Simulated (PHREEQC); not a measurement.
Consider water at 25 °C with 31 mmol/kgw HBr and 18 mmol/kgw FeCl3. Closed to the air; pH follows from the charge balance.

Computed with PHREEQC (ion-association model, phreeqc.dat).

Precipitation was switched off in this run.

Q: Predict the pH.

A: pH 1.57.

Q: In which forms is Cl present?

A: Cl- 89 %, FeCl+2 9.8 %, FeCl2+ 1.5 % of the Cl.

Examples of supersaturated solids here: Hematite (slow to form), Goethite (slow to form). Others may be too.
